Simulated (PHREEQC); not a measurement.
Consider water at 25 °C with 0.027 mol K2SO4 and 0.012 mol CO2 per kg of water. Closed to the air; pH follows from the charge balance.

All values are PHREEQC results (ion-association model, phreeqc.dat), not measurements.

Question: The ionic strength comes out as 0.0743 mol/kgw. What activity coefficients do SO4-2, HSO4-, HCO3-, H+, K+ get?

Answer: SO4-2 0.41, HSO4- 0.80, HCO3- 0.81, H+ 0.84, K+ 0.79.

No solid was allowed to form. Species that the database lacks are ignored.
